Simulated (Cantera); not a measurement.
Input: 1 mol Si₃N₄, 0.035 mol CO₂, 99 mol H₂, equilibrated at 27.8 Torr.

Cantera equilibrium calculation (NASA polynomials, part measured and part estimated; ideal gas, pure solids and liquids). Candidate condensed phases: C, C₆H₆, C₇H₈, C₈H₁₈, H₂O, Si, SiC, SiO₂, Si₂N₂O, Si₃N₄; 151 gas species. Mutual solubility and eutectic melting of coexisting phases are not modelled. Gases not in the tables: Si₂H₆ and higher silanes. The numbers say what is thermodynamically allowed, not how fast it happens.

Q: Which condensed phases are stable at each of these points (T (°C)): 1052, 1102, 1152, 1202, 1252, 1302, 1352, 1402, 1452, 1502, 1552, 1602, 1652?

A: 
```tsv
T (°C)	condensed phases	Si condensed (%)
1052	SiC(s) + Si₂N₂O(s) + Si₃N₄(s)	100.0
1102	SiC(s) + Si₂N₂O(s) + Si₃N₄(s)	100.0
1152	SiC(s) + Si₂N₂O(s) + Si₃N₄(s)	100.0
1202	Si(s) + SiC(s) + Si₂N₂O(s) + Si₃N₄(s)	100.0
1252	Si(s) + SiC(s) + Si₂N₂O(s) + Si₃N₄(s)	99.8
1302	Si(s) + SiC(s) + Si₂N₂O(s) + Si₃N₄(s)	99.5
1352	Si(s) + SiC(s) + Si₂N₂O(s) + Si₃N₄(s)	98.7
1402	Si(s) + SiC(s)	97.7
1452	Si(l) + SiC(s)	97.6
1502	Si(l) + SiC(s)	97.5
1552	Si(l) + SiC(s)	97.3
1602	Si(l) + SiC(s)	96.8
1652	Si(l) + SiC(s)	95.9
```

From 1052 °C to 1152 °C the condensed part is SiC(s) + Si₂N₂O(s) + Si₃N₄(s). From 1202 °C to 1352 °C the condensed part is Si(s) + SiC(s) + Si₂N₂O(s) + Si₃N₄(s). At 1402 °C the condensed part is Si(s) + SiC(s). From 1452 °C to 1652 °C the condensed part is Si(l) + SiC(s).
